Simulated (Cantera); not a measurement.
## Thermodynamics of carbon deposition, reforming and gasification, feed C3H8 + H2O + H2

Feed: 1 mol C3H8, 0.051 mol H2O, 80 mol H2, at 0.960 bar.

Method: chemical equilibrium by Gibbs-energy minimisation in Cantera with the NASA 1993 tables (ideal gas, pure condensed phases). Candidate condensed phases: C, C6H6, C7H8, C8H18, H2O; 110 gas species. Kinetics and transport are ignored.

```tsv
T (°C)	x H2	x CH4	x H	x C2H2 (acetylene)	x CO	x H2O	x CH3	x C4H2	n C(graphite)
777	0.963	0.0365	8.12e-9	2.04e-9	0.000509	0.000119	5.48e-9	<1e-12	0
877	0.978	0.0215	7.53e-8	3.78e-8	0.000593	2.61e-5	3.10e-8	<1e-12	1.18
977	0.989	0.0103	4.91e-7	2.49e-7	0.000604	8.64e-6	9.93e-8	<1e-12	2.09
1077	0.994	0.00547	2.42e-6	1.23e-6	0.000606	3.32e-6	2.65e-7	<1e-12	2.49
1177	0.996	0.00315	9.63e-6	4.86e-6	0.000607	1.45e-6	6.13e-7	9.00e-12	2.68
1277	0.997	0.00194	3.21e-5	1.60e-5	0.000607	7.04e-7	1.27e-6	9.88e-11	2.78
1377	0.998	0.00127	9.26e-5	4.55e-5	0.000607	3.74e-7	2.40e-6	8.08e-10	2.83
1477	0.998	0.000873	0.000237	0.000115	0.000607	2.14e-7	4.21e-6	5.18e-9	2.86
1577	0.998	0.000626	0.000549	0.000261	0.000606	1.30e-7	6.94e-6	2.71e-8	2.85
1677	0.997	0.000464	0.00117	0.000545	0.000606	8.34e-8	1.08e-5	1.19e-7	2.82
1777	0.996	0.000355	0.00231	0.00106	0.000606	5.59e-8	1.62e-5	4.53e-7	2.74
1877	0.993	0.000278	0.00429	0.00192	0.000605	3.89e-8	2.32e-5	1.51e-6	2.60
1977	0.988	0.000222	0.00754	0.00331	0.000604	2.79e-8	3.21e-5	4.52e-6	2.37
2077	0.981	0.000180	0.0126	0.00541	0.000603	2.05e-8	4.30e-5	1.23e-5	2.01
```
x: gas mole fraction; n: condensed amount in mol.

At 777 °C nothing is condensed. From 877 °C to 2077 °C the condensed part is C(graphite). The main C-bearing gas is CH4 at 777 °C and C2H2 (acetylene) at 2077 °C. The share of C in condensed phases is highest at 1477 °C (95.2 %) and lowest at 777 °C (0.0 %).
